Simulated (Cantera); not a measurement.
Standard-state values (1 bar) from the NASA 1993 polynomials, evaluated with Cantera. Values are per mole of reaction as written; species without (g) are pure solids or liquids, kept so even where they would boil at 1 bar.

Zr + 2 O(g) → ZrO2

```tsv
T (K)	ΔH° (kJ)	ΔS° (J/K)	ΔG° (kJ)	log10 K
300	-1595.8	-310.7	-1502.6	261.63
375	-1596.5	-312.8	-1479.2	206.04
475	(withheld)	(withheld)	(withheld)	(withheld)
575	-1597.0	-313.9	-1416.5	128.68
675	(withheld)	(withheld)	(withheld)	(withheld)
775	(withheld)	(withheld)	(withheld)	(withheld)
875	(withheld)	(withheld)	(withheld)	(withheld)
975	-1596.2	-312.9	-1291.1	69.17
1075	-1595.9	-312.6	-1259.8	61.22
```

**Question.** What belongs in the gaps?

**Answer.** 
- 475, ΔH° (kJ): -1597.0
- 475, ΔS° (J/K): -313.8
- 475, ΔG° (kJ): -1447.9
- 475, log10 K: 159.22
- 675, ΔH° (kJ): -1596.9
- 675, ΔS° (J/K): -313.8
- 675, ΔG° (kJ): -1385.1
- 675, log10 K: 107.19
- 775, ΔH° (kJ): -1596.7
- 775, ΔS° (J/K): -313.5
- 775, ΔG° (kJ): -1353.8
- 775, log10 K: 91.24
- 875, ΔH° (kJ): -1596.5
- 875, ΔS° (J/K): -313.2
- 875, ΔG° (kJ): -1322.4
- 875, log10 K: 78.94
